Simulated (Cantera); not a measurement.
**Stirred combustor or abatement burner**

A perfectly stirred reactor is fed with 13.6 % CH4, 18.1 % O2, 68.3 % N2, equivalence ratio 1.5, at 690000 Pa; it is adiabatic with a 823 K inlet, and is followed from long to short residence time, starting on the burning branch (τ in s: 0.12, 0.053, 0.024, 0.011, 0.0051, 0.0024, 0.0011, 0.0005, 0.00023, 0.0001, 4.8e-05, 2.2e-05, 1e-05).

Detailed kinetics in Cantera: GRI-Mech 3.0 (53 species, 325 reactions).

```
τ (s)    T (K)     x CH4      x O2      x NO    x NO2    x C2H6
-------  -----  --------  --------  --------  -------  --------
0.12      2289   3.12e-5   1.29e-5   9.22e-5  1.02e-9  2.34e-10
0.053     2288   6.47e-5   2.47e-5  0.000120  1.37e-9   1.06e-9
0.024     2288  0.000128   4.89e-5  0.000154  1.82e-9   4.43e-9
0.011     2287  0.000246   9.84e-5  0.000188  2.36e-9   1.75e-8
0.0051    2286  0.000457  0.000199  0.000214  2.94e-9   6.43e-8
0.0024    2285  0.000800  0.000397  0.000224  3.55e-9   2.13e-7
0.0011    2283   0.00133  0.000804  0.000213  4.24e-9   6.59e-7
0.00050   2276   0.00209   0.00162  0.000180  5.01e-9   1.86e-6
0.00023   2262   0.00314   0.00322  0.000132  5.78e-9   4.94e-6
0.00010   2226   0.00505   0.00698   7.22e-5  6.34e-9   1.54e-5
4.8e-5    2127    0.0101    0.0174   1.81e-5  5.42e-9   7.54e-5
2.2e-5     823     0.136     0.181    <1e-12   <1e-12    <1e-12
1.0e-5     823     0.136     0.181    <1e-12   <1e-12    <1e-12
```
x: mole fraction; the columns are a selection and need not sum to one.
